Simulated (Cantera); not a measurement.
A closed system holds: 1 mol AlCl3, 13 mol H2O, 150 mol N2, 13 mol O2, held at 1575 °C and 0.820 bar.

Method: chemical equilibrium by Gibbs-energy minimisation in Cantera with the NASA 1993 tables (ideal gas, pure condensed phases). Candidate condensed phases: Al, AlCl3, AlN, Al2O3, H2O, NH4Cl; 45 gas species. Gases not in the tables: Al(OH)3. Equilibrium is a limit: real reactors are often held back by kinetics, nucleation or transport.

Base state: N2 0.843, O2 0.0712, H2O 0.0652, HCl 0.0154, NO 0.00294, Cl 0.00145, OH 0.000593, O 5.59e-5 (mole fractions); condensed: Al2O3(s).

### Question
What changes in the equilibrium state with this change: O2 from 13 to 3 mol?

### Answer
```tsv
species	before	after
N2	0.843	0.894
H2O	0.0652	0.0689
HCl	0.0154	0.0168
O2	0.0712	0.0168
H2	2.25e-5	4.90e-5
O	5.59e-5	2.71e-5
NO	0.00294	0.00147
Cl2	1.11e-5	6.06e-6
OH	0.000593	0.000425
Al2O3(s), mol	0.500	0.500
```
